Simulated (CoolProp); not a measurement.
Properties of fluorine along the isotherm 130.9 K (Tc = 144.4 K, pc = 5240 kPa, ω = 0.045).

Values from CoolProp's reference Helmholtz-energy equation of state, de Reuck 1990.

| p (kPa) | phase | density (kg/m³) | speed of sound (m/s) | expansivity (1/kK) | fugacity coefficient |
|---|---|---|---|---|---|
| 164 | gas | 5.807 | 198.7 | 7.986 | 0.9861 |
| 327 | gas | 11.75 | 197.1 | 8.356 | 0.9724 |
| 491 | gas | 17.92 | 195.5 | 8.758 | 0.9585 |
| 655 | gas | 24.28 | 193.9 | 9.195 | 0.9447 |
| 819 | gas | 30.88 | 192.2 | 9.672 | 0.9309 |
| 982 | gas | 37.67 | 190.4 | 10.19 | 0.9172 |
| 1150 | gas | 44.96 | 188.5 | 10.79 | 0.9031 |
| 1310 | gas | 52.20 | 186.6 | 11.43 | 0.8896 |
| 1470 | gas | 59.75 | 184.7 | 12.14 | 0.8762 |
| 1640 | gas | 68.19 | 182.6 | 13.02 | 0.8619 |
| 1800 | gas | 76.56 | 180.5 | 13.97 | 0.8484 |
| 1960 | gas | 85.41 | 178.4 | 15.08 | 0.8348 |
| 2130 | gas | 95.45 | 176.0 | 16.51 | 0.8204 |
| 2290 | gas | 105.6 | 173.6 | 18.16 | 0.8068 |
| 2460 | gas | 117.3 | 170.9 | 20.39 | 0.7921 |
| 2620 | gas | 129.5 | 168.2 | 23.19 | 0.7783 |
